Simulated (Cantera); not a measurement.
Silicon oxide and oxynitride deposition: SiF4 + NO + N2 + O3

A closed system holds: 1 mol SiF4, 1.1 mol NO, a varied amount of N2, 0.52 mol O3, equilibrated at 1750 K and 72.8 Torr.

These are equilibrium values from Cantera (NASA tables, ideal gas, pure condensed phases), not measurements of a reactor. Candidate condensed phases: Si, SiO2, Si2N2O, Si3N4; 28 gas species. Kinetics and transport are ignored.

```tsv
n(N2) (mol)	x N2	x O2	x SiF4	x NO	x O	x F	x SiF3
15	0.869	0.0733	0.0559	0.00216	6.50e-5	1.18e-5	8.14e-6
21	0.901	0.0547	0.0419	0.00191	5.62e-5	1.02e-5	7.04e-6
29	0.926	0.0409	0.0314	0.00167	4.85e-5	8.84e-6	6.10e-6
40	0.945	0.0303	0.0233	0.00145	4.18e-5	7.61e-6	5.27e-6
55	0.959	0.0223	0.0173	0.00126	3.59e-5	6.55e-6	4.54e-6
76	0.970	0.0163	0.0127	0.00108	3.07e-5	5.60e-6	3.89e-6
110	0.979	0.0113	0.00886	0.000903	2.56e-5	4.67e-6	3.26e-6
```
x: gas mole fraction; nothing condenses.

From 15 mol N2 to 110 mol N2 nothing is condensed. The main Si-bearing gas is SiF4 throughout.
